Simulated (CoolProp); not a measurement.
Vapour-liquid equilibrium of methanol (1) + water (2) at 23.75 °C; x and y are mole fractions of (1).

The numbers come from the multi-fluid Helmholtz-energy mixture model, de Reuck 1993 and Wagner 2002; pair parameters Bell 2016 in CoolProp.

**Question.** Give the bubble pressure and the first vapour's composition at x = 0.2, 0.35, 0.8. Is there an azeotrope?

**Answer.** x = 0.2: 0.007184 MPa, y = 0.659; x = 0.35: 0.009315 MPa, y = 0.774; x = 0.8: 0.01389 MPa, y = 0.935. No azeotrope shows between x = 0.05 and 0.95.

The pair parameters rest on a limited set of measurements; away from them the model extrapolates.
